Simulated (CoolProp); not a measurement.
Computed with CoolProp (reference Helmholtz-energy equation of state, Lemmon 2005). It is a short technical equation, of lower accuracy than the large ones.

### Question
For 1-butene, give the phase and the cp (kJ/(kg K)), isothermal compressibility (1/MPa) at 149.95 °C and 668 kPa; 149.95 °C and 2000 kPa; 149.95 °C and 5340 kPa.

### Answer
- 149.95 °C and 668 kPa: gas; cp 2.08, isothermal compressibility 1.59
- 149.95 °C and 2000 kPa: gas; cp 2.31, isothermal compressibility 0.643
- 149.95 °C and 5340 kPa: supercritical; cp 4.26, isothermal compressibility 0.0863
